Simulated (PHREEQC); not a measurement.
# Leach liquor: speciation

Make-up at 25 °C: 0.0034 mol/kgw H2SO4, 0.0016 mol/kgw LiCl and 6.4e-05 mol/kgw Fe2(SO4)3. Closed to the air; pH follows from the charge balance.

Computed with PHREEQC (ion-association model, wateq4f.dat).

Each row changes one thing in this solution. No solid was allowed to form.

```tsv
case	pH	ionic strength (mol/kgw)	SO4-2 (mol/kgw)	HSO4- (mol/kgw)	FeSO4+ (mol/kgw)	Fe+3 (mol/kgw)	SI of Goethite (FeOOH)	SI of Fe(OH)3(a) (Fe(OH)3)
as made	2.27	0.0101	0.00251	0.000961	0.000101	1.13e-5	+2.52	-3.38
LiCl left out	2.27	0.00852	0.00250	0.000981	0.000102	1.07e-5	+2.51	-3.38
H2SO4 from 0.0034 to 0.00374 mol/kgw	___	0.0109	0.00269	0.00111	0.000102	1.10e-5	+2.38	-3.51
0.0012 mol/kgw NaHF2 added	2.32	0.0108	0.00266	0.000906	4.01e-7	4.36e-8	+0.23	-5.66
8.2e-05 mol/kgw KHSO4 added	2.27	0.0103	0.00256	0.000988	0.000101	1.12e-5	+2.50	-3.39
Fe2(SO4)3 from 6.4e-05 to 0.00064 mol/kgw	___	0.0124	0.00306	0.00112	0.00102	0.000103	+3.48	-2.41
Fe2(SO4)3 from 6.4e-05 to 7.04e-05 mol/kgw	2.27	0.0102	0.00251	0.000963	0.000111	1.25e-5	+2.56	-3.33
Fe2(SO4)3 from 6.4e-05 to 3.2e-05 mol/kgw	2.27	0.0100	0.00248	0.000952	5.05e-5	5.70e-6	+2.22	-3.67
```

What belongs in the gaps?


- H2SO4 from 0.0034 to 0.00374 mol/kgw, pH: 2.24
- Fe2(SO4)3 from 6.4e-05 to 0.00064 mol/kgw, pH: 2.28

Some of these states are supersaturated (in Hematite (slow to form), Goethite (slow to form), for instance). Fluoro complexes past AlF4- and FeF3 are missing from the database.
